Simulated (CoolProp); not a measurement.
Aqueous methanol as a coolant, 51 % by mass, freezing at -56.2 °C, 1 atm.

The numbers come from the Melinder's fits for secondary coolants in CoolProp.

```tsv
T (°C)	conductivity (W/(m K))	viscosity (mPa s)	density (kg/m³)	Prandtl number
-41	0.326	22.7	952.0	203
-35.4	0.328	16.3	948.6	149
-29.7	0.329	11.9	945.2	(withheld)
-24.1	0.330	8.97	941.8	85.4
-18.5	0.332	6.89	938.4	66.8
-12.8	0.333	(withheld)	934.9	53.0
-7.2	0.334	4.29	931.4	42.9
-1.5	0.336	3.46	927.7	35.2
4.1	0.337	2.85	924.2	29.2
9.8	0.339	2.37	920.4	24.5
15.4	(withheld)	(withheld)	916.8	20.8
21.1	0.342	1.70	913.0	17.8
26.7	0.343	1.46	909.2	15.3
32.3	0.345	1.26	905.4	13.2
```

### Question
What belongs in the gaps?

### Answer

- -29.7, Prandtl number: 111
- -12.8, viscosity (mPa s): 5.38
- 15.4, conductivity (W/(m K)): 0.340
- 15.4, viscosity (mPa s): 2.00
